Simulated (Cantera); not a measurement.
A Cantera script and its output.

```python
import numpy as np
import cantera as ct

gas = ct.Solution("gri30.yaml")
gas.TPX = 1223, 320000, {'CO': 0.0022, 'O2': 0.0063, 'H2O': 0.052, 'N2': 1}
reactor = ct.IdealGasConstPressureReactor(gas, energy="off", clone=False)
net = ct.ReactorNet([reactor])
net.rtol, net.atol = 1e-08, 1e-18
show = ['CO', 'O2', 'H2O', 'OH', 'NO2']
times = np.geomspace(5e-06, 100, 14)

steps = ct.SolutionArray(gas, extra=["t"])
rows = []
print(f"{'t/s':>10s}{'T/K':>9s}{'P/Pa':>11s}" + "".join(f"{s:>11s}" for s in show))
for t in times:
    while net.time < t:
        t_next = net.step()
        steps.append(gas.state, t=t_next)
    rows.append([np.interp(t, steps.t, y) for y in (steps.T, steps.P, *steps(*show).X.T)])
    print(f"{t:10.3e}{rows[-1][0]:9.1f}{rows[-1][1]:11.4g}" + "".join(f"{x:11.3e}" for x in rows[-1][2:]))
rate = np.gradient(steps.T, steps.t)
print("integrator steps:", len(steps.t))
if steps.T.max() > steps.T[0] + 200:
    print(f"time of steepest temperature rise: {steps.t[rate.argmax()]:.4e} s")
gas.TPX = 1223, 320000, {'CO': 0.0022, 'O2': 0.0063, 'H2O': 0.052, 'N2': 1}
gas.equilibrate("TP")
print(f"equilibrium (TP): T = {gas.T:.1f} K  " + "  ".join(f"{s} {gas[s].X[0]:.3e}" for s in show))
```

Result:

```
       t/s      T/K       P/Pa         CO         O2        H2O         OH        NO2
 5.000e-06   1223.0    3.2e+05  2.074e-03  5.941e-03  4.903e-02  5.164e-12  8.946e-30
 1.822e-05   1223.0    3.2e+05  2.074e-03  5.941e-03  4.903e-02  3.248e-11  7.278e-28
 6.641e-05   1223.0    3.2e+05  2.074e-03  5.941e-03  4.903e-02  2.185e-10  8.720e-26
 2.420e-04   1223.0    3.2e+05  2.074e-03  5.941e-03  4.903e-02  1.547e-09  2.890e-23
 8.819e-04   1223.0    3.2e+05  2.074e-03  5.940e-03  4.903e-02  5.562e-08  1.847e-19
 3.214e-03   1223.0    3.2e+05  1.636e-03  5.749e-03  4.894e-02  2.857e-05  5.012e-12
 1.171e-02   1223.0    3.2e+05  3.175e-04  5.074e-03  4.904e-02  1.435e-05  8.846e-11
 4.269e-02   1223.0    3.2e+05  3.079e-05  4.923e-03  4.908e-02  5.697e-06  1.664e-10
 1.556e-01   1223.0    3.2e+05  9.938e-07  4.908e-03  4.908e-02  2.265e-06  4.578e-11
 5.669e-01   1223.0    3.2e+05  6.344e-09  4.908e-03  4.908e-02  1.057e-06  1.102e-11
 2.066e+00   1223.0    3.2e+05  5.022e-10  4.908e-03  4.908e-02  8.488e-07  1.104e-11
 7.529e+00   1223.0    3.2e+05  4.949e-10  4.908e-03  4.908e-02  8.358e-07  1.114e-11
 2.744e+01   1223.0    3.2e+05  4.949e-10  4.908e-03  4.908e-02  8.358e-07  1.127e-11
 1.000e+02   1223.0    3.2e+05  4.949e-10  4.908e-03  4.908e-02  8.358e-07  1.171e-11
integrator steps: 1251
equilibrium (TP): T = 1223.0 K  CO 4.959e-10  O2 4.889e-03  H2O 4.908e-02  OH 8.349e-07  NO2 1.609e-07
```

Model: GRI-Mech 3.0 (53 species, 325 reactions), integrated in Cantera.
